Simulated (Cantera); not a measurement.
A Cantera script and what it prints.

```python
import numpy as np
import cantera as ct

gas_names = """
    Cr CrN CrO CrO2 CrO3 N NO NO2 NO3 N2 N2O O O2 O3
""".split()
cond_names = """
    Cr(cr) Cr(L) CrN(s) Cr2N(s) Cr2O3(s) Cr2O3(L)
""".split()


# ... load() reads the species with a 1 bar reference pressure and builds the phases ...
atoms = {
    'Cr': {'Cr': 1},
    'N2O': {'N': 2, 'O': 1},
}
top_T = {'CrN(s)': 1900, 'Cr2N(s)': 1900}  # K; cautious upper limits of use, not melting points


# ... equilibrate(T, P, feed) seeds the gas with the atoms and calls Mixture.equilibrate('TP', solver="vcs", rtol=1e-11, max_steps=5000) ...
results = []
feed = {'Cr': 1, 'N2O': 2.7}  # mol
P = 1800  # Pa
for T in [1800, 1850, 1900, 1950, 2000, 2050, 2100, 2150]:
    mix = equilibrate(T, P, feed)
    results.append((T, P, feed, dict(zip(mix.species_names, mix.species_moles))))

top = {s: max(r[3][s] / sum(r[3][g] for g in gas_names) for r in results) for s in gas_names}
cols = sorted((s for s in top if top[s] > 1e-06), key=lambda s: -top[s])[:5]
seen = [c for c in cond_names if any(r[3].get(c, 0) > 1e-12 for r in results)]
print("log10 of partial pressures in bar; condensed amounts in mol")
print(f"{'T/K':>10s}" + "".join(f"{s[:9]:>10s}" for s in cols + seen))
for T, P, feed, n in results:
    ng = sum(n[g] for g in gas_names)
    print(f"{T:10.4g}" + "".join(f"{np.log10(max(n[s] / ng * P / 1e5, 1e-99)):10.3f}" for s in cols)
          + "".join(f"{n.get(c, 0):10.4g}" for c in seen))
```

It prints:

```
log10 of partial pressures in bar; condensed amounts in mol
       T/K        N2        O2        NO         O      CrO2  Cr2O3(s)
      1800    -1.833    -2.490    -4.152    -5.160    -6.496       0.5
      1850    -1.833    -2.492    -4.081    -4.961    -6.131    0.4999
      1900    -1.834    -2.493    -4.014    -4.772    -5.786    0.4998
      1950    -1.834    -2.495    -3.951    -4.593    -5.460    0.4996
      2000    -1.834    -2.497    -3.891    -4.423    -5.151    0.4993
      2050    -1.835    -2.500    -3.835    -4.262    -4.858    0.4986
      2100    -1.836    -2.504    -3.781    -4.109    -4.580    0.4973
      2150    -1.837    -2.509    -3.732    -3.964    -4.316    0.4951
```

Equilibrium computed with Cantera from the NASA thermochemical tables; the gas is ideal and each condensed phase is pure.
